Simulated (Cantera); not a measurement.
What does this Cantera script print?

```python
import numpy as np
import cantera as ct

gas = ct.Solution("gri30.yaml")
gas.TPX = 1825, 13332, {'C2H6': 0.3, 'N2': 2.6}
reactor = ct.IdealGasConstPressureReactor(gas, energy="off", clone=False)
net = ct.ReactorNet([reactor])
net.rtol, net.atol = 1e-08, 1e-18
show = ['C2H6', 'H', 'CH3', 'C2H2', 'C2H4', 'C2H', 'HCN']
times = np.geomspace(5e-06, 100, 14)

steps = ct.SolutionArray(gas, extra=["t"])
rows = []
print(f"{'t/s':>10s}{'T/K':>9s}{'P/Pa':>11s}" + "".join(f"{s:>11s}" for s in show))
for t in times:
    while net.time < t:
        t_next = net.step()
        steps.append(gas.state, t=t_next)
    rows.append([np.interp(t, steps.t, y) for y in (steps.T, steps.P, *steps(*show).X.T)])
    print(f"{t:10.3e}{rows[-1][0]:9.1f}{rows[-1][1]:11.4g}" + "".join(f"{x:11.3e}" for x in rows[-1][2:]))
rate = np.gradient(steps.T, steps.t)
print("integrator steps:", len(steps.t))
if steps.T.max() > steps.T[0] + 200:
    print(f"time of steepest temperature rise: {steps.t[rate.argmax()]:.4e} s")
gas.TPX = 1825, 13332, {'C2H6': 0.3, 'N2': 2.6}
gas.equilibrate("TP")
print(f"equilibrium (TP): T = {gas.T:.1f} K  " + "  ".join(f"{s} {gas[s].X[0]:.3e}" for s in show))
```

Result:

```
       t/s      T/K       P/Pa       C2H6          H        CH3       C2H2       C2H4        C2H        HCN
 5.000e-06   1825.0  1.333e+04  9.556e-02  1.229e-04  1.190e-02  2.216e-07  3.268e-04  4.350e-12  1.151e-09
 1.822e-05   1825.0  1.333e+04  6.679e-02  8.942e-04  2.943e-02  2.589e-04  1.142e-02  9.922e-08  6.689e-07
 6.641e-05   1825.0  1.333e+04  9.020e-03  1.939e-03  2.333e-02  1.774e-02  4.017e-02  5.082e-06  5.954e-06
 2.420e-04   1825.0  1.333e+04  1.967e-04  9.243e-04  4.441e-03  5.728e-02  1.503e-02  4.482e-06  1.043e-05
 8.819e-04   1825.0  1.333e+04  3.090e-05  4.234e-04  1.616e-03  7.140e-02  2.847e-03  2.218e-06  1.121e-05
 3.214e-03   1825.0  1.333e+04  1.215e-05  3.168e-04  9.769e-04  7.562e-02  4.475e-04  1.656e-06  1.168e-05
 1.171e-02   1825.0  1.333e+04  5.510e-06  3.466e-04  6.659e-04  7.911e-02  1.971e-04  1.764e-06  1.274e-05
 4.269e-02   1825.0  1.333e+04  1.065e-06  4.199e-04  3.021e-04  8.305e-02  6.490e-05  2.077e-06  1.554e-05
 1.556e-01   1825.0  1.333e+04  8.685e-08  4.817e-04  8.850e-05  8.496e-02  3.980e-05  2.351e-06  2.037e-05
 5.669e-01   1825.0  1.333e+04  6.310e-09  4.997e-04  2.346e-05  8.547e-02  3.820e-05  2.431e-06  2.624e-05
 2.066e+00   1825.0  1.333e+04  1.192e-09  5.021e-04  8.937e-06  8.557e-02  3.818e-05  2.441e-06  3.361e-05
 7.529e+00   1825.0  1.333e+04  9.651e-10  5.022e-04  7.677e-06  8.557e-02  3.818e-05  2.441e-06  5.174e-05
 2.744e+01   1825.0  1.333e+04  9.642e-10  5.022e-04  7.672e-06  8.554e-02  3.817e-05  2.440e-06  1.190e-04
 1.000e+02   1825.0  1.333e+04  9.638e-10  5.022e-04  7.673e-06  8.542e-02  3.811e-05  2.437e-06  3.583e-04
integrator steps: 1556
equilibrium (TP): T = 1825.0 K  C2H6 4.186e-10  H 5.024e-04  CH3 5.088e-06  C2H2 3.616e-02  C2H4 1.615e-05  C2H 1.031e-06  HCN 9.894e-02
```

Computed with Cantera and GRI-Mech 3.0 (53 species, 325 reactions). GRI-Mech 3.0 stops at C3 and has no aromatics, soot or wall deposition, so with more carbon than oxygen in the feed, carbon stays in small species such as C2H2 where larger ones or solid carbon would form.
